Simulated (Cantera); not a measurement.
## Ignition delay

Mixture: 8.61 % CO, 0.258 % H₂, 5.68 % CH₄, 17.4 % O₂, 65.2 % N₂, 2.84 % H₂O, equivalence ratio 0.91, at 2.17 atm, adiabatic and at constant pressure. Ignition delay is the time to a rise of 400 K.

Computed with Cantera and GRI-Mech 3.0 (53 species, 325 reactions).

```tsv
T0 (K)	delay (ms)
1250	8.45
1325	3.30
1400	1.38
1475	0.622
1550	0.306
```

```yaml
apparent activation energy between 1400 and 1550 K: 180 kJ/mol
```
